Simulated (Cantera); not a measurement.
Charge: 1 mol Fe(CO)5, 0.2 mol CO, 12 mol N2, 0.16 mol H2, equilibrated at 23.3 Torr.

Method: chemical equilibrium by Gibbs-energy minimisation in Cantera with the NASA 1993 tables (ideal gas, pure condensed phases). Candidate condensed phases: C, C6H6, C7H8, C8H18, Fe, Fe(CO)5, FeO, Fe(OH)2, Fe(OH)3, Fe2O3, Fe3O4, H2O; 140 gas species. Condensed phases not in the tables: cementite and carbon dissolved in iron. The numbers say what is thermodynamically allowed, not how fast it happens. All values below are at 900 K.

Base state: N2 0.701, CO 0.277, CO2 0.0133, H2 0.00915, H2O 0.000191 (mole fractions); condensed: C(graphite) + Fe(α).

Task: What changes in the equilibrium state with this change: pressure from 23.3 Torr to 1.00 Torr?

Result: 
```
species             before     after
----------------  --------  --------
N2                   0.701     0.692
CO                   0.277     0.298
H2                 0.00915   0.00921
CO2                 0.0133  0.000663
H2O               0.000191   8.90e-6
C(graphite), mol     0.230    0.0117
Fe(α), mol            1.00      1.00
```
